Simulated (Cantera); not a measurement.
Thermodynamics of silicon etching in halogen gases, feed Si + Cl₂ + H₂

Feed: 1 mol Si, 6 mol Cl₂, a varied amount of H₂, equilibrated at 1350 K and 0.0100 bar.

Method: chemical equilibrium by Gibbs-energy minimisation in Cantera with the NASA 1993 tables (ideal gas, pure condensed phases). Candidate condensed phases: Si; 19 gas species. The tables' values for SiCl₃ are old estimates; treat these amounts as uncertain. Kinetics and transport are ignored.

| n(H₂) (mol) | x HCl | x Cl₂ | x SiCl₄ | x Cl | x H₂ |
|---|---|---|---|---|---|
| 0.29 | 0.102 | 0.578 | 0.175 | 0.145 | 1.94e-10 |
| 1.1 | 0.339 | 0.388 | 0.154 | 0.119 | 3.22e-9 |
| 2 | 0.545 | 0.227 | 0.136 | 0.0909 | 1.42e-8 |
| 2.8 | 0.695 | 0.116 | 0.124 | 0.0650 | 4.50e-8 |
| 3.6 | 0.824 | 0.0294 | 0.114 | 0.0327 | 2.50e-7 |
| 4.5 | 0.849 | 1.68e-7 | 0.0954 | 7.82e-5 | 0.0464 |
| 5.3 | 0.790 | 5.93e-8 | 0.0805 | 4.64e-5 | 0.114 |
x: gas mole fraction; nothing condenses.

From 0.29 mol H₂ to 5.3 mol H₂ nothing is condensed. The main Si-bearing gas is SiCl₄ throughout.
